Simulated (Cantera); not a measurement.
Input: 1 mol SiC, 0.093 mol CO₂, 310 mol N₂, 0.98 mol O₂, at 1175 K and 0.133 bar.

These are equilibrium values from Cantera (NASA tables, ideal gas, pure condensed phases), not measurements of a reactor. Candidate condensed phases: C, Si, SiC, SiO₂, Si₂N₂O, Si₃N₄; 34 gas species. N₂ is the only nitrogen source here; it is nearly inert below about 1500 K, so the nitride shown seldom forms there in practice. Mutual solubility and eutectic melting of coexisting phases are not modelled. The tables hold silica as quartz up to 1696 K and as liquid above; real silica turns to tridymite and cristobalite and melts near 1996 K. The numbers say what is thermodynamically allowed, not how fast it happens.

Base state: N₂ 0.996, CO 0.00352 (mole fractions); condensed: SiO₂(β-quartz) + Si₂N₂O(s).

Task: What changes in the equilibrium state with this change: temperature from 1175 K to 1975 K?

Result: 
```csv
species,before,after
N₂,0.996,0.993
CO,0.00352,0.00341
SiO,<1e-9,0.00312
CO₂,4.41e-7,8.85e-5
"SiO₂(β-quartz), mol",0.369,0
"Si₂N₂O(s), mol",0.316,0
"SiO₂(condensed), mol",0,0.0245
```

Task: What changes in the equilibrium state with this change: temperature from 1175 K to 2073.15 K?

Result: 
| species | before | after |
|---|---|---|
| N₂ | 0.996 | 0.993 |
| CO | 0.00352 | 0.00334 |
| SiO | <1e-9 | 0.00320 |
| CO₂ | 4.41e-7 | 0.000159 |
| SiO₂(β-quartz), mol | 0.369 | 0 |
| Si₂N₂O(s), mol | 0.316 | 0 |

Task: What changes in the equilibrium state with this change: SiC replaced by Si?

Result: 
```json
[
 {"species": "N₂", "before": "0.996", "after": "1.000"},
 {"species": "CO₂", "before": "4.41e-7", "after": "0.000171"},
 {"species": "CO", "before": "0.00352", "after": "0.000129"},
 {"species": "SiO₂(β-quartz), mol", "before": "0.369", "after": "1.00"},
 {"species": "Si₂N₂O(s), mol", "before": "0.316", "after": "0"}
]
```
